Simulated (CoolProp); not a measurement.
A simple Rankine cycle with propane: condensing at 305.15 K, boiler at 3.64 MPa, turbine inlet 401.3 K, turbine efficiency 0.85, pump efficiency 0.7, no recuperator. Each further row changes one setting.

Computed with CoolProp (reference Helmholtz-energy equation of state, Lemmon 2009).

```json
[
 {"case": "as stated", "thermal efficiency (%)": "10.5", "net work (kJ/kg)": "49.2", "heat in (kJ/kg)": "467", "turbine exit temperature (K)": "351.1", "volume ratio over the turbine": "3.38"},
 {"case": "turbine inlet 421.3 K", "thermal efficiency (%)": "10.6", "net work (kJ/kg)": "55.2", "heat in (kJ/kg)": "521", "turbine exit temperature (K)": "373.6", "volume ratio over the turbine": "3.28"},
 {"case": "condensing temperature 297.15 K", "thermal efficiency (%)": "12.0", "net work (kJ/kg)": "58.5", "heat in (kJ/kg)": "489", "turbine exit temperature (K)": "343.9", "volume ratio over the turbine": "4.11"},
 {"case": "boiler pressure 2.55 MPa", "thermal efficiency (%)": "7.8", "net work (kJ/kg)": "38.9", "heat in (kJ/kg)": "496", "turbine exit temperature (K)": "369.4", "volume ratio over the turbine": "2.26"},
 {"case": "turbine efficiency 0.75", "thermal efficiency (%)": "9.1", "net work (kJ/kg)": "42.5", "heat in (kJ/kg)": "467", "turbine exit temperature (K)": "354.3", "volume ratio over the turbine": "3.42"}
]
```
